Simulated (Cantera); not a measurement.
Feed: 1 mol CHF3, 0.41 mol H2, equilibrated at 2148 K.

Equilibrium computed with Cantera from the NASA thermochemical tables; the gas is ideal and each condensed phase is pure. Candidate condensed phases: C, C6H6, C7H8, C8H18; 95 gas species. Gases not in the tables: C2F6 and larger saturated fluorocarbons. The numbers say what is thermodynamically allowed, not how fast it happens.

### Question
At 27.8 Torr, list the 6 most abundant gas species with their mole fractions, and the condensed phases.

### Answer
HF 0.818, CF4 0.0955, CF2 0.0559, F 0.0277, CF3 0.00288, CF 0.000253. Condensed: C(graphite).
